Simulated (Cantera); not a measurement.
Low-pressure radical oxidation in H2/O2

An isothermal, constant-pressure homogeneous reactor starts with H₂ : O₂ = 0.25 : 1 (molar parts), at 1098 K and 2670 Pa.

Model: the H2/O2 subset of GRI-Mech 3.0, which has no nitrogen chemistry, integrated in Cantera. Radical loss at walls, strong at low pressure, is not modelled. The temperature is held fixed by assumption; the heat of reaction is taken as removed at once.

```csv
t (s),x H₂,x O₂,x OH,x H,x H₂O₂
6.00e-5,0.200,0.800,5.84e-10,2.42e-9,<1e-12
0.000167,0.200,0.800,6.46e-9,2.27e-8,6.24e-12
0.000465,0.200,0.800,1.70e-6,5.87e-6,1.06e-10
0.00129,0.0198,0.712,0.00879,0.0698,8.60e-7
0.00360,0.00422,0.754,0.00460,0.0141,9.30e-7
0.0100,0.000538,0.775,0.00148,0.000535,8.55e-7
0.0278,5.28e-5,0.777,0.000459,1.65e-5,4.13e-7
0.0775,6.90e-6,0.778,0.000177,9.31e-7,1.58e-7
0.216,1.29e-6,0.778,8.15e-5,8.97e-8,5.99e-8
0.600,3.15e-7,0.778,4.18e-5,1.21e-8,2.29e-8
1.67,9.01e-8,0.778,2.28e-5,1.98e-9,8.69e-9
4.64,2.84e-8,0.778,1.30e-5,3.62e-10,3.27e-9
12.9,9.56e-9,0.778,7.57e-6,7.25e-11,1.23e-9
35.9,3.65e-9,0.778,4.67e-6,1.73e-11,5.06e-10
100,2.09e-9,0.778,3.51e-6,7.51e-12,3.03e-10
```
x: mole fraction; the columns are a selection and need not sum to one.

Equilibrium at this temperature and pressure: H₂ 1.95e-9, O₂ 0.778, OH 3.38e-6, H 6.73e-12, H₂O₂ 2.83e-10 (gas phase only).
